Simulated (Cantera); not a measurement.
Charge: 1 mol CH3SiH3, 4.5 mol H2, at 1227 °C and 0.825 Torr.

Method: chemical equilibrium by Gibbs-energy minimisation in Cantera with the NASA 1993 tables (ideal gas, pure condensed phases). Candidate condensed phases: C, C6H6, C7H8, C8H18, Si, SiC; 87 gas species. The feed counts by its element totals alone. Rates play no part.

Base state: H2 0.999, H 0.000531 (mole fractions); condensed: SiC(s).

Problem. What changes in the equilibrium state with this change: temperature from 1227 °C to 2350 °C?

Solution. 
| species | before | after |
|---|---|---|
| H | 0.000531 | 0.650 |
| H2 | 0.999 | 0.262 |
| Si | 5.36e-7 | 0.0574 |
| SiC2 | <1e-9 | 0.0208 |
| C3 | <1e-9 | 0.00280 |
| C2H | <1e-9 | 0.00106 |
| C | <1e-9 | 0.000759 |
| C2 | <1e-9 | 0.000264 |
| SiC(s), mol | 1.000 | 0 |
| C(graphite), mol | 0 | 0.199 |
